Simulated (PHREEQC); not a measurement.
Solution (40 °C): 41 mmol/kgw NaHCO3 and 0.24 mmol/kgw Na2SO4. Closed to the air; pH follows from the charge balance.

The numbers come from PHREEQC with the ion-association model, wateq4f.dat.

| quantity | before | after |
|---|---|---|
| pH | 7.98 | 7.83 |
| NaSO4- (mol/kgw) | 2.30e-5 | 2.46e-5 |
| SI of Mirabilite (Na2SO4:10H2O) | -6.49 | -7.31 |

**Question.** Which change was made?
(A) 0.0021 mol/kgw LiOH added
(B) temperature from 40 to 60 °C
(C) NaHCO3 replaced by Na2SeO3 at the same molality
(D) NaHCO3 from 0.041 to 0.0205 mol/kgw

**Answer.** B, temperature from 40 to 60 °C

No solid was allowed to form. At this temperature some constants are extrapolated from 25 °C, and those without enthalpy data are left unchanged.
